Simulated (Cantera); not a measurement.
What does this Cantera script print?

```python
import numpy as np
import cantera as ct

gas = ct.Solution("gri30.yaml")
gas.TPX = 1350, 130000, {'CH4': 1, 'H2O': 4.6}
reactor = ct.IdealGasConstPressureReactor(gas, energy="off", clone=False)
net = ct.ReactorNet([reactor])
net.rtol, net.atol = 1e-08, 1e-18
show = ['CH4', 'H2O', 'CH2CO', 'C2H2', 'H2']
times = np.geomspace(1e-06, 3, 15)

steps = ct.SolutionArray(gas, extra=["t"])
rows = []
print(f"{'t/s':>10s}{'T/K':>9s}{'P/Pa':>11s}" + "".join(f"{s:>11s}" for s in show))
for t in times:
    while net.time < t:
        t_next = net.step()
        steps.append(gas.state, t=t_next)
    rows.append([np.interp(t, steps.t, y) for y in (steps.T, steps.P, *steps(*show).X.T)])
    print(f"{t:10.3e}{rows[-1][0]:9.1f}{rows[-1][1]:11.4g}" + "".join(f"{x:11.3e}" for x in rows[-1][2:]))
rate = np.gradient(steps.T, steps.t)
print("integrator steps:", len(steps.t))
if steps.T.max() > steps.T[0] + 200:
    print(f"time of steepest temperature rise: {steps.t[rate.argmax()]:.4e} s")
gas.TPX = 1350, 130000, {'CH4': 1, 'H2O': 4.6}
gas.equilibrate("TP")
print(f"equilibrium (TP): T = {gas.T:.1f} K  " + "  ".join(f"{s} {gas[s].X[0]:.3e}" for s in show))
```

It prints:

```
       t/s      T/K       P/Pa        CH4        H2O      CH2CO       C2H2         H2
 1.000e-06   1350.0    1.3e+05  1.786e-01  8.214e-01  1.947e-34  3.989e-24  4.705e-09
 2.902e-06   1350.0    1.3e+05  1.786e-01  8.214e-01  1.509e-31  8.674e-22  1.724e-08
 8.420e-06   1350.0    1.3e+05  1.786e-01  8.214e-01  1.102e-28  1.323e-19  5.381e-08
 2.443e-05   1350.0    1.3e+05  1.786e-01  8.214e-01  7.596e-26  1.388e-17  1.599e-07
 7.089e-05   1350.0    1.3e+05  1.786e-01  8.214e-01  4.921e-23  1.228e-15  4.679e-07
 2.057e-04   1350.0    1.3e+05  1.786e-01  8.214e-01  3.064e-20  1.092e-13  1.364e-06
 5.969e-04   1350.0    1.3e+05  1.786e-01  8.214e-01  1.689e-17  1.002e-11  4.015e-06
 1.732e-03   1350.0    1.3e+05  1.785e-01  8.214e-01  3.757e-15  5.149e-10  1.211e-05
 5.026e-03   1350.0    1.3e+05  1.785e-01  8.214e-01  2.707e-13  1.114e-08  3.674e-05
 1.458e-02   1350.0    1.3e+05  1.784e-01  8.214e-01  1.613e-11  2.163e-07  1.153e-04
 4.232e-02   1350.0    1.3e+05  1.779e-01  8.213e-01  1.170e-09  5.215e-06  4.073e-04
 1.228e-01   1350.0    1.3e+05  1.766e-01  8.208e-01  6.420e-08  1.111e-04  1.655e-03
 3.563e-01   1350.0    1.3e+05  1.726e-01  8.184e-01  1.209e-06  1.154e-03  6.338e-03
 1.034e+00   1350.0    1.3e+05  1.619e-01  8.106e-01  5.976e-06  5.377e-03  2.014e-02
 3.000e+00   1350.0    1.3e+05  1.386e-01  7.923e-01  1.274e-05  1.397e-02  5.131e-02
integrator steps: 839
equilibrium (TP): T = 1350.0 K  CH4 9.377e-07  H2O 4.299e-01  CH2CO 9.280e-13  C2H2 2.355e-13  H2 4.385e-01
```

Model: GRI-Mech 3.0 (53 species, 325 reactions), integrated in Cantera.
